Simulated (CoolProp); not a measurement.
c-C4F8 (RC318) along the isotherm 462 K: fugacity coefficient from the reference equation and from simpler models built on Tc = 388.4 K, pc = 2.778 MPa, ω = 0.355; each cubic takes its own stable root.

Values from CoolProp's reference Helmholtz-energy equation of state, Platzer 1990. This equation is an older, rougher fit; its heat capacities, sound speeds and derivatives of the liquid may be far off and weren't checked against measurements.

```json
[
 {"p (MPa)": "0.278", "phase": "gas", "reference": "0.9824", "van der Waals": "0.9807", "Redlich-Kwong": "0.9797"},
 {"p (MPa)": "0.556", "phase": "gas", "reference": "0.9651", "van der Waals": "0.9616", "Redlich-Kwong": "0.9596"},
 {"p (MPa)": "0.833", "phase": "gas", "reference": "0.9479", "van der Waals": "0.9426", "Redlich-Kwong": "0.9399"},
 {"p (MPa)": "1.11", "phase": "gas", "reference": "0.9309", "van der Waals": "0.9237", "Redlich-Kwong": "0.9204"},
 {"p (MPa)": "1.39", "phase": "gas", "reference": "0.9139", "van der Waals": "0.9046", "Redlich-Kwong": "[?]"},
 {"p (MPa)": "1.67", "phase": "gas", "reference": "0.8971", "van der Waals": "0.8857", "Redlich-Kwong": "0.8818"},
 {"p (MPa)": "1.94", "phase": "gas", "reference": "[?]", "van der Waals": "0.8675", "Redlich-Kwong": "0.8635"},
 {"p (MPa)": "2.22", "phase": "gas", "reference": "0.8646", "van der Waals": "0.8487", "Redlich-Kwong": "0.8447"},
 {"p (MPa)": "2.5", "phase": "gas", "reference": "0.8484", "van der Waals": "[?]", "Redlich-Kwong": "[?]"},
 {"p (MPa)": "2.78", "phase": "supercritical", "reference": "[?]", "van der Waals": "0.8112", "Redlich-Kwong": "0.8080"},
 {"p (MPa)": "3.06", "phase": "supercritical", "reference": "0.8165", "van der Waals": "0.7925", "Redlich-Kwong": "0.7900"},
 {"p (MPa)": "3.33", "phase": "supercritical", "reference": "0.8014", "van der Waals": "[?]", "Redlich-Kwong": "[?]"},
 {"p (MPa)": "3.61", "phase": "supercritical", "reference": "0.7861", "van der Waals": "0.7558", "Redlich-Kwong": "0.7555"},
 {"p (MPa)": "3.89", "phase": "supercritical", "reference": "0.7709", "van der Waals": "0.7372", "Redlich-Kwong": "0.7384"},
 {"p (MPa)": "4.17", "phase": "supercritical", "reference": "0.7561", "van der Waals": "0.7188", "Redlich-Kwong": "0.7216"}
]
```

Problem. What belongs in the gaps?

Solution. 
- 1.39, Redlich-Kwong: 0.9010
- 1.94, reference: 0.8811
- 2.5, van der Waals: 0.8299
- 2.5, Redlich-Kwong: 0.8262
- 2.78, reference: 0.8323
- 3.33, van der Waals: 0.7745
- 3.33, Redlich-Kwong: 0.7729
